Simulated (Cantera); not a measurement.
Input: 1 mol TEOS, 8.2 mol O2, 5.8 mol N2, equilibrated at 850 K and 0.240 bar.

Cantera equilibrium calculation (NASA polynomials, part measured and part estimated; ideal gas, pure solids and liquids). Candidate condensed phases: C, C6H6, C7H8, C8H18, H2O, Si, SiC, SiO2, Si2N2O, Si3N4; 151 gas species. The feed counts by its element totals alone. Equilibrium is a limit: real reactors are often held back by kinetics, nucleation or transport.

Base state: N2 0.244, CO2 0.244, H2 0.223, H2O 0.195, CO 0.0915, CH4 0.00132, NH3 2.32e-5 (mole fractions); condensed: SiO2(β-quartz).

Problem. What changes in the equilibrium state with this change: O2 from 8.2 to 0.53 mol?

Solution. 
```csv
species,before,after
H2,0.223,0.469
N2,0.244,0.343
CO,0.0915,0.0715
CO2,0.244,0.0264
H2O,0.195,0.0568
CH4,0.00132,0.0329
NH3,2.32e-5,8.39e-5
"SiO2(β-quartz), mol",1.00,1.00
"C(graphite), mol",0,5.79
```

Problem. What changes in the equilibrium state with this change: temperature from 850 K to 725 K?

Solution. 
```tsv
species	before	after
CO2	0.244	0.291
N2	0.244	0.262
H2O	0.195	0.220
CO	0.0915	0.0289
H2	0.223	0.165
CH4	0.00132	0.0334
NH3	2.32e-5	5.63e-5
SiO2(β-quartz), mol	1.00	0
C(graphite), mol	0	0.175
SiO2(α-quartz), mol	0	1.00
```
